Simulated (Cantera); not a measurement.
Feed: 1 mol Si, 4.6 mol HCl, 17 mol N2, held at 400 °C and 6.90e-5 bar.

Cantera equilibrium calculation (NASA polynomials, part measured and part estimated; ideal gas, pure solids and liquids). Candidate condensed phases: NH4Cl, Si, Si3N4; 28 gas species. N2 is the only nitrogen source here; it is nearly inert below about 1500 K, so the nitride shown seldom forms there in practice. The numbers say what is thermodynamically allowed, not how fast it happens.

Base state: N2 0.800, HCl 0.136, H2 0.0427, SiCl4 0.0213 (mole fractions); condensed: Si3N4(s).

**Question.** What changes in the equilibrium state with this change: temperature from 400 °C to 1152 °C?

**Answer.** 
```tsv
species	before	after
N2	0.800	0.787
HCl	0.136	0.119
H2	0.0427	0.0469
SiCl2	<1e-9	0.0454
SiCl4	0.0213	6.39e-5
Cl	<1e-9	0.000370
H	<1e-9	0.000178
Si3N4(s), mol	0.185	0
```
The tables' values for SiCl3 are old estimates; treat these amounts as uncertain.
